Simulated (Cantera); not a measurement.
A closed system holds: 1 mol Si3N4, 0.058 mol CO2, 7.5 mol H2, held at 8.25 Torr.

Cantera equilibrium calculation (NASA polynomials, part measured and part estimated; ideal gas, pure solids and liquids). Candidate condensed phases: C, C6H6, C7H8, C8H18, H2O, Si, SiC, SiO2, Si2N2O, Si3N4; 151 gas species. Mutual solubility and eutectic melting of coexisting phases are not modelled. Equilibrium is a limit: real reactors are often held back by kinetics, nucleation or transport.

x: gas mole fraction; n: condensed amount in mol.

```csv
T (K),x H2,x N2,x CH4,x H,n C(graphite),n SiC(s),n Si2N2O(s),n Si3N4(s)
1125,0.993,0.00649,0.000313,…,0.0401,0.0155,0.116,0.917
1175,0.990,0.0101,0.000125,…,0,0.0570,0.116,0.904
1225,0.990,0.0102,4.15e-5,…,0,0.0577,0.116,0.903
1275,0.990,0.0102,1.50e-5,…,0,0.0579,0.116,0.903
1325,0.990,0.0102,5.86e-6,…,0,0.0579,0.116,0.903
1375,0.990,0.0102,2.45e-6,…,0,0.0580,0.116,0.903
1425,0.990,0.0102,1.09e-6,…,0,0.0580,0.116,0.903
```

Fill in the missing entries.


- 1125, x H: 4.22e-7
- 1175, x H: 1.16e-6
- 1225, x H: 2.96e-6
- 1275, x H: 6.99e-6
- 1325, x H: 1.55e-5
- 1375, x H: 3.25e-5
- 1425, x H: 6.47e-5
